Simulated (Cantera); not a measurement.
A freely propagating, adiabatic, planar premixed flame of CH4 : O2 : N2 : H2O = 1 : 1.67 : 6.27 : 0.24 (molar parts), equivalence ratio 1.2, unburnt at 325 K and 100000 Pa; mixture-averaged transport, grid criteria slope 0.08 and curve 0.16, no radiation.

Detailed kinetics in Cantera: GRI-Mech 3.0 (53 species, 325 reactions). Burning velocities carry a grid error of a few per cent, more on coarse grids.

### Question
Predict: laminar burning velocity; thermal thickness; peak x(HO2); peak x(CH2CO).

### Answer
```
Property                      Value
------------------------  ---------
laminar burning velocity  34.4 cm/s
thermal thickness          0.500 mm
peak x(HO2)                0.000114
peak x(CH2CO)              0.000178
```
